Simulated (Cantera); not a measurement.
## CHF3 + CH4 + H2 (fluorocarbon and chlorocarbon gases)

Input: 1 mol CHF3, a varied amount of CH4, 0.16 mol H2, held at 1777 °C and 0.353 Torr.

Cantera equilibrium calculation (NASA polynomials, part measured and part estimated; ideal gas, pure solids and liquids). Candidate condensed phases: C, C6H6, C7H8, C8H18; 95 gas species. Gases not in the tables: C2F6 and larger saturated fluorocarbons. Kinetics and transport are ignored.

From 0.0088 mol CH4 to 0.29 mol CH4 the condensed part is C(graphite). The main C-bearing gas is CF2 throughout. The share of C in condensed phases is highest at 0.29 mol CH4 (92.7 %) and lowest at 0.0088 mol CH4 (56.1 %).

```csv
n(CH4) (mol),log p HF,log p F,log p CF2,log p CF4,log p CF3,log p CF,n C(graphite)
0.0088,-3.57,-3.94,-4.16,-4.77,-5.97,-6.17,0.566
0.012,-3.57,-3.94,-4.17,-4.78,-5.98,-6.17,0.573
0.016,-3.57,-3.94,-4.17,-4.79,-5.99,-6.17,0.582
0.021,-3.56,-3.95,-4.18,-4.81,-6.00,-6.18,0.594
0.028,-3.56,-3.95,-4.19,-4.83,-6.01,-6.18,0.610
0.037,-3.55,-3.96,-4.20,-4.85,-6.03,-6.19,0.631
0.05,-3.54,-3.97,-4.22,-4.89,-6.06,-6.20,0.661
0.067,-3.53,-3.98,-4.25,-4.95,-6.11,-6.21,0.700
0.09,-3.51,-4.00,-4.29,-5.03,-6.16,-6.23,0.753
0.12,-3.49,-4.03,-4.35,-5.14,-6.25,-6.26,0.821
0.16,-3.47,-4.07,-4.43,-5.30,-6.37,-6.30,0.912
0.21,-3.44,-4.13,-4.55,-5.55,-6.56,-6.36,1.02
0.29,-3.40,-4.28,-4.85,-6.14,-7.00,-6.51,1.20
```
log p: log10 of the partial pressure in bar; n: condensed amount in mol.
